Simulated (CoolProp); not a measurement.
A closed Brayton cycle with carbon dioxide: compressor inlet 319.15 K and 9.1 MPa, high pressure 28.9 MPa, turbine inlet 820 K, compressor efficiency 0.85, turbine efficiency 0.93, recuperator effectiveness 0.95 (on enthalpy, no pinch check). Each further row changes one setting.

Computed with CoolProp (reference Helmholtz-energy equation of state, Span 1996).

| case | thermal efficiency (%) | net work (kJ/kg) | compressor to turbine work | compressor exit (K) | turbine exit (K) |
|---|---|---|---|---|---|
| as stated | 38.2 | 104 | 0.33 | 397.2 | 678.4 |
| turbine inlet 770 K | 36.0 | 92.7 | 0.35 | 397.2 | 633.5 |
| compressor inlet 329.15 K | 36.4 | 92.3 | 0.40 | 423.7 | 678.4 |
| high pressure 24.6 MPa | 37.5 | 93.1 | 0.30 | 386.0 | 697.5 |
| recuperator effectiveness 0.5 | 24.7 | 104 | 0.33 | 397.2 | 678.4 |
